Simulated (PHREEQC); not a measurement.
A solution holds 34 mmol/kgw LiOH and 1.7 mmol/kgw Na2SiO3, at 20 °C. Closed to the air; pH follows from the charge balance.

All values are PHREEQC results (Pitzer model, pitzer.dat), not measurements.

```yaml
pH: 12.63
ionic_strength: 0.0379 mol/kgw
osmotic_coefficient: 0.942
total_alkalinity: 37.4 meq/kg
```

```
species   molality  activity   log γ
--------  --------  --------  ------
OH-         0.0352    0.0289  -0.085
Li+         0.0340    0.0284  -0.078
Na+        0.00340   0.00287  -0.073
H3SiO4-    0.00122  0.000992  -0.090
H2SiO4-2  0.000479  0.000204  -0.370
H4SiO4     1.88e-6   1.90e-6   0.004
```

This is a speciation only: nothing precipitates in the calculation.
